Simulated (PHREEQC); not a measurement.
Consider water at 20 °C with 0.24 mol/kgw KCl. Closed to the air; pH follows from the charge balance.

The numbers come from PHREEQC with the ion-association model, phreeqc.dat.

Precipitation was switched off in this run.

Question: Estimate the activity of water, specific conductance.

Answer: activity of water 0.992; specific conductance 24800 µS/cm.

Complexes and solids missing from the database can't appear.
